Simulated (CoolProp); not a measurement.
Properties of propylene along the isotherm 422.6 K (Tc = 364.2 K, pc = 45.55 bar, ω = 0.146).

The numbers come from the reference Helmholtz-energy equation of state, Lemmon 2013 in CoolProp.

```csv
p (bar),phase,cv (kJ/(kg K)),isothermal compressibility (1/MPa),fugacity coefficient
1.44,gas,1.798,6.992,0.9932
2.73,gas,?,3.711,0.9872
5.18,gas,1.803,1.980,0.9758
9.81,gas,1.810,1.071,0.9545
18.6,gas,?,?,0.9147
35.3,gas,1.859,0.3501,0.8418
66.9,supercritical,1.945,?,0.7127
127,supercritical,?,?,0.5279
240,supercritical,1.936,0.01219,?
455,supercritical,1.946,?,0.3843
```

Q: Some entries are withheld; supply them.

A: 
- 2.73, cv (kJ/(kg K)): 1.800
- 18.6, cv (kJ/(kg K)): 1.825
- 18.6, isothermal compressibility (1/MPa): 0.5934
- 66.9, isothermal compressibility (1/MPa): 0.2454
- 127, cv (kJ/(kg K)): 1.961
- 127, isothermal compressibility (1/MPa): 0.05626
- 240, fugacity coefficient: 0.4061
- 455, isothermal compressibility (1/MPa): 0.004579
